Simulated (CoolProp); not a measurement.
Toluene along the isobar 0.101 MPa: density (kg/m³) from the reference equation and from simpler models built on Tc = 591.7 K, pc = 4.126 MPa, ω = 0.266; each cubic takes its own stable root.

Values from CoolProp's reference Helmholtz-energy equation of state, Lemmon 2006. It is a short technical equation, of lower accuracy than the large ones.

```json
[
 {"T (K)": "212.6", "phase": "liquid", "reference": "___", "Redlich-Kwong": "810.2", "Soave-Redlich-Kwong": "818.0"},
 {"T (K)": "233.8", "phase": "liquid", "reference": "921.8", "Redlich-Kwong": "796.8", "Soave-Redlich-Kwong": "806.8"},
 {"T (K)": "255", "phase": "liquid", "reference": "902.2", "Redlich-Kwong": "782.6", "Soave-Redlich-Kwong": "___"},
 {"T (K)": "276.2", "phase": "liquid", "reference": "882.6", "Redlich-Kwong": "767.3", "Soave-Redlich-Kwong": "781.8"},
 {"T (K)": "297.4", "phase": "liquid", "reference": "___", "Redlich-Kwong": "751.1", "Soave-Redlich-Kwong": "767.9"},
 {"T (K)": "318.7", "phase": "liquid", "reference": "843.0", "Redlich-Kwong": "733.7", "Soave-Redlich-Kwong": "752.7"},
 {"T (K)": "339.9", "phase": "liquid", "reference": "822.7", "Redlich-Kwong": "715.2", "Soave-Redlich-Kwong": "___"},
 {"T (K)": "361.1", "phase": "liquid", "reference": "802.0", "Redlich-Kwong": "695.4", "Soave-Redlich-Kwong": "718.6"},
 {"T (K)": "382.3", "phase": "liquid", "reference": "780.6", "Redlich-Kwong": "3.014", "Soave-Redlich-Kwong": "699.2"},
 {"T (K)": "403.5", "phase": "gas", "reference": "___", "Redlich-Kwong": "2.844", "Soave-Redlich-Kwong": "2.852"},
 {"T (K)": "424.7", "phase": "gas", "reference": "2.711", "Redlich-Kwong": "2.693", "Soave-Redlich-Kwong": "2.699"}
]
```

Q: What belongs in the gaps?

A: 
- 212.6, reference: 941.6
- 255, Soave-Redlich-Kwong: 794.8
- 297.4, reference: 862.9
- 339.9, Soave-Redlich-Kwong: 736.4
- 403.5, reference: 2.870

At some of these states Redlich-Kwong gives the other phase, because its saturation line lies elsewhere.
